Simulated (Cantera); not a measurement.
Input (Python, Cantera) and output of one run.

```python
import numpy as np
import cantera as ct

gas_names = """
    CL CL2 H HCL H2 Si SiCL SiCL2 SiCL3 SiCL4 SiH SiHCL3 SiH2 SiH2CL2 SiH3 SiH3CL SiH4 Si2 Si3
""".split()
cond_names = """
    Si(cr) Si(L)
""".split()


def load(file, names, dense=False):
    # The tables refer to 1 bar. Condensed volumes are neglected.
    table = {s.name: s for s in ct.Species.list_from_file(file)}
    out = []
    for n in names:
        d = dict(table[n].input_data)
        d["thermo"] = dict(d["thermo"], **{"reference-pressure": 1e5})
        if dense:
            d["equation-of-state"] = {"model": "constant-volume", "density": "1e6 g/cm^3"}
        out.append(ct.Species.from_dict(d))
    return out


gas = ct.Solution(thermo="ideal-gas", species=load("nasa_gas.yaml", gas_names))
cond = {s.name: ct.Solution(thermo="fixed-stoichiometry", species=[s], name=s.name)
        for s in load("nasa_condensed.yaml", cond_names, dense=True)}
atoms = {
    'Si': {'Si': 1},
    'HCl': {'H': 1, 'CL': 1},
}
top_T = {}  # K; cautious upper limits of use, not melting points


def equilibrate(T, P, feed):
    n = {}
    for name, mol in feed.items():
        for a, k in atoms[name].items():
            n[a] = n.get(a, 0.0) + k * mol
    gas.TPX = T, P, n
    mass = sum(n.values()) * gas.mean_molecular_weight
    gas.equilibrate("TP")
    valid = [c for c in cond.values() if c.min_temp <= T <= top_T.get(c.name, c.max_temp)]
    mix = ct.Mixture([(gas, mass / gas.mean_molecular_weight)] + [(c, 0.0) for c in valid])
    mix.T, mix.P = T, P
    mix.equilibrate("TP", solver="gibbs", rtol=1e-10, max_steps=50000)
    return mix


results = []
P = 42000  # Pa
for T in [850, 925, 1000, 1075, 1150, 1225, 1300, 1375, 1450, 1525, 1600, 1675]:
    for m in [1.2, 1.5, 1.9, 2.4, 3.1, 3.8, 4.8, 6, 7.6, 9.5]:
        feed = {'Si': 1, 'HCl': m}  # mol
        mix = equilibrate(T, P, feed)
        results.append((T, P, feed, dict(zip(mix.species_names, mix.species_moles))))

for T, P, feed, n in results:
    print(f"{T:7g} {feed['HCl']:10.4g}  " + (" + ".join(c for c in cond_names if n.get(c, 0) > 1e-12) or "gas only"))
```

Result:

```
    850        1.2  Si(cr)
    850        1.5  Si(cr)
    850        1.9  Si(cr)
    850        2.4  Si(cr)
    850        3.1  Si(cr)
    850        3.8  gas only
    850        4.8  gas only
    850          6  gas only
    850        7.6  gas only
    850        9.5  gas only
    925        1.2  Si(cr)
    925        1.5  Si(cr)
    925        1.9  Si(cr)
    925        2.4  Si(cr)
    925        3.1  Si(cr)
    925        3.8  gas only
    925        4.8  gas only
    925          6  gas only
    925        7.6  gas only
    925        9.5  gas only
   1000        1.2  Si(cr)
   1000        1.5  Si(cr)
   1000        1.9  Si(cr)
   1000        2.4  Si(cr)
   1000        3.1  Si(cr)
   1000        3.8  gas only
   1000        4.8  gas only
   1000          6  gas only
   1000        7.6  gas only
   1000        9.5  gas only
   1075        1.2  Si(cr)
   1075        1.5  Si(cr)
   1075        1.9  Si(cr)
   1075        2.4  Si(cr)
   1075        3.1  Si(cr)
   1075        3.8  Si(cr)
   1075        4.8  gas only
   1075          6  gas only
   1075        7.6  gas only
   1075        9.5  gas only
   1150        1.2  Si(cr)
   1150        1.5  Si(cr)
   1150        1.9  Si(cr)
   1150        2.4  Si(cr)
   1150        3.1  Si(cr)
   1150        3.8  Si(cr)
   1150        4.8  gas only
   1150          6  gas only
   1150        7.6  gas only
   1150        9.5  gas only
   1225        1.2  Si(cr)
   1225        1.5  Si(cr)
   1225        1.9  Si(cr)
   1225        2.4  Si(cr)
   1225        3.1  Si(cr)
   1225        3.8  Si(cr)
   1225        4.8  gas only
   1225          6  gas only
   1225        7.6  gas only
   1225        9.5  gas only
   1300        1.2  Si(cr)
   1300        1.5  Si(cr)
   1300        1.9  Si(cr)
   1300        2.4  Si(cr)
   1300        3.1  Si(cr)
   1300        3.8  gas only
   1300        4.8  gas only
   1300          6  gas only
   1300        7.6  gas only
   1300        9.5  gas only
   1375        1.2  Si(cr)
   1375        1.5  Si(cr)
   1375        1.9  Si(cr)
   1375        2.4  Si(cr)
   1375        3.1  Si(cr)
   1375        3.8  gas only
   1375        4.8  gas only
   1375          6  gas only
   1375        7.6  gas only
   1375        9.5  gas only
   1450        1.2  Si(cr)
   1450        1.5  Si(cr)
   1450        1.9  Si(cr)
   1450        2.4  Si(cr)
   1450        3.1  Si(cr)
   1450        3.8  gas only
   1450        4.8  gas only
   1450          6  gas only
   1450        7.6  gas only
   1450        9.5  gas only
   1525        1.2  Si(cr)
   1525        1.5  Si(cr)
   1525        1.9  Si(cr)
   1525        2.4  Si(cr)
   1525        3.1  Si(cr)
   1525        3.8  gas only
   1525        4.8  gas only
   1525          6  gas only
   1525        7.6  gas only
   1525        9.5  gas only
   1600        1.2  Si(cr)
   1600        1.5  Si(cr)
   1600        1.9  Si(cr)
   1600        2.4  Si(cr)
   1600        3.1  gas only
   1600        3.8  gas only
   1600        4.8  gas only
   1600          6  gas only
   1600        7.6  gas only
   1600        9.5  gas only
   1675        1.2  Si(cr)
   1675        1.5  Si(cr)
   1675        1.9  Si(cr)
   1675        2.4  Si(cr)
   1675        3.1  gas only
   1675        3.8  gas only
   1675        4.8  gas only
   1675          6  gas only
   1675        7.6  gas only
   1675        9.5  gas only
```

Method: chemical equilibrium by Gibbs-energy minimisation in Cantera with the NASA 1993 tables (ideal gas, pure condensed phases). The tables' values for SiCl3 are old estimates.
